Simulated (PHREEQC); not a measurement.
Make-up at 25 °C: 0.0097 mol/kgw CO2. Closed to the air; pH follows from the charge balance.

The numbers come from PHREEQC with the ion-association model, wateq4f.dat.

Each row changes one thing in this solution. No solid was allowed to form.

```
case                                                 pH  ionic strength (mol/kgw)  HCO3- (mol/kgw)  CO3-2 (mol/kgw)
-------------------------------------------  ----------  ------------------------  ---------------  ---------------
as made                                            4.18                   6.61e-5          6.61e-5         4.87e-11
CO2 from 0.0097 to 0.0107 mol/kgw                  4.16                   6.94e-5          6.94e-5         4.87e-11
CO2 from 0.0097 to 0.00873 mol/kgw                 4.21                   6.27e-5          6.27e-5       (withheld)
CO2 replaced by NaHCO3 at the same molality        8.23                   0.00975          0.00943       (withheld)
CO2 from 0.0097 to 0.00194 mol/kgw           (withheld)                   2.93e-5          2.93e-5       (withheld)
```

Q: Some entries are withheld; supply them.

A: 
- CO2 from 0.0097 to 0.00873 mol/kgw, CO3-2 (mol/kgw): 4.86e-11
- CO2 replaced by NaHCO3 at the same molality, CO3-2 (mol/kgw): 0.000100
- CO2 from 0.0097 to 0.00194 mol/kgw, pH: 4.54
- CO2 from 0.0097 to 0.00194 mol/kgw, CO3-2 (mol/kgw): 4.81e-11
